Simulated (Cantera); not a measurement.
An isothermal, constant-pressure homogeneous reactor starts with NO : N₂ = 1 : 0.44 (molar parts), at 1725 K and 1.28 atm.

Cantera simulation using GRI-Mech 3.0 (53 species, 325 reactions); the numbers are that mechanism's predictions, not measurements.

x: mole fraction; the columns are a selection and need not sum to one.

```json
[
 {"t (s)": "2.00e-6", "x NO": "0.694", "x N₂": "0.306", "x O": "1.23e-7", "x NO₂": "2.14e-8", "x N₂O": "1.44e-7", "x O₂": "3.81e-11"},
 {"t (s)": "7.46e-6", "x NO": "0.694", "x N₂": "0.306", "x O": "3.10e-7", "x NO₂": "2.27e-7", "x N₂O": "5.36e-7", "x O₂": "4.12e-10"},
 {"t (s)": "2.78e-5", "x NO": "0.694", "x N₂": "0.306", "x O": "4.46e-7", "x NO₂": "1.56e-6", "x N₂O": "1.99e-6", "x O₂": "3.13e-9"},
 {"t (s)": "0.000104", "x NO": "0.694", "x N₂": "0.306", "x O": "5.17e-7", "x NO₂": "7.06e-6", "x N₂O": "7.31e-6", "x O₂": "2.00e-8"},
 {"t (s)": "0.000386", "x NO": "0.694", "x N₂": "0.306", "x O": "7.70e-7", "x NO₂": "2.86e-5", "x N₂O": "2.59e-5", "x O₂": "2.02e-7"},
 {"t (s)": "0.00144", "x NO": "0.694", "x N₂": "0.306", "x O": "1.73e-6", "x NO₂": "0.000117", "x N₂O": "8.06e-5", "x O₂": "4.51e-6"},
 {"t (s)": "0.00537", "x NO": "0.693", "x N₂": "0.306", "x O": "___", "x NO₂": "___", "x N₂O": "___", "x O₂": "___"},
 {"t (s)": "0.0200", "x NO": "0.691", "x N₂": "0.307", "x O": "4.86e-6", "x NO₂": "0.000438", "x N₂O": "0.000194", "x O₂": "0.00113"},
 {"t (s)": "0.0746", "x NO": "0.683", "x N₂": "0.311", "x O": "5.83e-6", "x NO₂": "0.000529", "x N₂O": "0.000190", "x O₂": "0.00500"},
 {"t (s)": "0.278", "x NO": "0.655", "x N₂": "0.325", "x O": "8.39e-6", "x NO₂": "0.000749", "x N₂O": "0.000173", "x O₂": "0.0188"},
 {"t (s)": "1.04", "x NO": "___", "x N₂": "___", "x O": "___", "x NO₂": "0.00107", "x N₂O": "___", "x O₂": "___"},
 {"t (s)": "3.86", "x NO": "0.372", "x N₂": "0.466", "x O": "2.08e-5", "x NO₂": "0.00110", "x N₂O": "5.44e-5", "x O₂": "0.160"},
 {"t (s)": "14.4", "x NO": "0.150", "x N₂": "0.578", "x O": "2.68e-5", "x NO₂": "0.000573", "x N₂O": "8.84e-6", "x O₂": "0.272"},
 {"t (s)": "53.7", "x NO": "0.0355", "x N₂": "0.635", "x O": "2.94e-5", "x NO₂": "0.000149", "x N₂O": "6.93e-7", "x O₂": "0.329"},
 {"t (s)": "200", "x NO": "0.00733", "x N₂": "0.649", "x O": "3.00e-5", "x NO₂": "3.15e-5", "x N₂O": "2.39e-7", "x O₂": "0.344"}
]
```

Task: Some entries are withheld; supply them.

Result: 
- 0.00537, x O: 3.99e-6
- 0.00537, x NO₂: 0.000348
- 0.00537, x N₂O: 0.000169
- 0.00537, x O₂: 0.000129
- 1.04, x NO: 0.567
- 1.04, x N₂: 0.369
- 1.04, x O: 1.36e-5
- 1.04, x N₂O: 0.000128
- 1.04, x O₂: 0.0626
